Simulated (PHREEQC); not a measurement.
Dissolve 180 mmol/kgw CuSO4, 11 mmol/kgw HCl and 0.11 mmol/kgw H3BO3 at 20 °C. Closed to the air; pH follows from the charge balance.

Computed with PHREEQC (ion-association model, phreeqc.dat).

No solid was allowed to form.

Estimate the pH.

pH 2.52.

In which forms is Cl present?

Cl- 95 %, CuCl+ 5.0 % of the Cl.
